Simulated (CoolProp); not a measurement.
Values from CoolProp's reference Helmholtz-energy equation of state, Gao 2016.

For sulfur dioxide, give the phase and the density (kg/m³), cp (kJ/(kg K)), speed of sound (m/s), Joule-Thomson coefficient (K/MPa) at 525 K and 5.38 MPa; 525 K and 8.96 MPa; 525 K and 17.9 MPa.


- 525 K and 5.38 MPa: gas; density 89.9, cp 0.897, speed of sound 270, Joule-Thomson coefficient 7.29
- 525 K and 8.96 MPa: supercritical; density 166, cp 1.07, speed of sound 260, Joule-Thomson coefficient 6.83
- 525 K and 17.9 MPa: supercritical; density 433, cp 1.76, speed of sound 266, Joule-Thomson coefficient 4.25
